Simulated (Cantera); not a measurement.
Cantera run:

```python
import numpy as np
import cantera as ct

gas_names = """
    C CN CO CO2 C2 CCN CNC C2N2 C2O C3 C3O2 C4 C4N2 C5 Cu CuO Cu2 N NCO NO NO2 NO3 N2 N2O O O2 O3
""".split()
cond_names = """
    C(gr) Cu(cr) Cu(L) CuO(s) Cu2O(s) Cu2O(L)
""".split()


# ... load() reads the species with a 1 bar reference pressure and builds the phases ...
atoms = {
    'Cu2O': {'Cu': 2, 'O': 1},
    'C': {'C': 1},
    'N2': {'N': 2},
}
top_T = {'C(gr)': 4500, 'CuO(s)': 1390}  # K; cautious upper limits of use, not melting points


# ... equilibrate(T, P, feed) seeds the gas with the atoms and calls Mixture.equilibrate('TP', solver="vcs", rtol=1e-11, max_steps=5000) ...
results = []
feed = {'Cu2O': 1, 'C': 0.34, 'N2': 0.35}  # mol
T = 2123.15  # K
P = 750000  # Pa
mix = equilibrate(T, P, feed)
results.append((T, P, feed, dict(zip(mix.species_names, mix.species_moles))))
print(gas.report(threshold=1e-05))
for i in range(1, mix.n_phases):
    print(f"{mix.phase(i).name:16s} {mix.phase_moles(i):12.5e} mol")
```

Output:

```
       temperature   2123.2 K
          pressure   7.5e+05 Pa
           density   1.52 kg/m^3
  mean mol. weight   35.777 kg/kmol
   phase of matter   gas

                          1 kg             1 kmol
                     ---------------   ---------------
          enthalpy       -3.0852e+06       -1.1038e+08  J
   internal energy       -3.5786e+06       -1.2803e+08  J
           entropy            7608.5        2.7221e+05  J/K
    Gibbs function       -1.9239e+07       -6.8832e+08  J
 heat capacity c_p            1342.4             48028  J/K
 heat capacity c_v              1110             39713  J/K

                      mass frac. Y      mole frac. X     chem. pot. / RT
                     ---------------   ---------------   ---------------
                CO         0.0071745          0.009164           -36.847
               CO2           0.59072           0.48023           -53.037
                Cu         0.0029905         0.0016837           -8.0163
               CuO        6.5254e-05        2.9349e-05           -24.207
               Cu2        3.6582e-05        1.0298e-05           -16.033
                NO         0.0010269         0.0012244           -29.098
                N2           0.39399           0.50318           -25.816
                 O        1.7745e-05        3.9682e-05            -16.19
                O2         0.0039714         0.0044404            -32.38
     [  +18 minor]        1.0805e-06        8.4767e-07

C(gr)             0.00000e+00 mol
Cu(L)             1.36020e+00 mol
Cu2O(L)           3.19297e-01 mol
```

Cantera equilibrium calculation (NASA polynomials, part measured and part estimated; ideal gas, pure solids and liquids). Each liquid is taken as pure. Mutual solubility and eutectic melting of coexisting phases are not modelled.
